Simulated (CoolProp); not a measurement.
Properties of C2F6 (R116) along the isotherm 44.05 °C (Tc = 19.9 °C, pc = 3048 kPa, ω = 0.257).

Computed with CoolProp (reference Helmholtz-energy equation of state, Lemmon 2006). It is a short technical equation, of lower accuracy than the large ones.

```csv
p (kPa),phase,Z,cp (kJ/(kg K)),speed of sound (m/s),expansivity (1/kK)
24.1,gas,0.9980,0.8013,143.5,3.175
35.4,gas,0.9971,0.8017,143.4,3.185
51.9,gas,0.9957,0.8023,143.2,3.200
76.2,gas,0.9936,0.8032,143.0,3.223
112,gas,0.9906,0.8045,142.6,3.257
164,gas,0.9862,0.8065,142.1,3.308
241,gas,0.9797,0.8096,141.4,3.385
354,gas,0.9700,0.8143,140.2,3.503
519,gas,0.9556,0.8216,138.5,3.688
762,gas,0.9338,0.8335,135.9,3.992
1120,gas,0.9005,0.8541,132.0,4.519
1640,gas,0.8490,0.8928,125.9,5.513
2410,gas,0.7643,0.9827,116.2,7.815
3540,supercritical,0.6153,1.299,101.2,15.67
5190,supercritical,0.3974,2.040,106.6,28.69
7620,supercritical,0.4241,1.389,177.8,10.03
```

The peak of cp marks the crossing from liquid-like to gas-like fluid above the critical point.
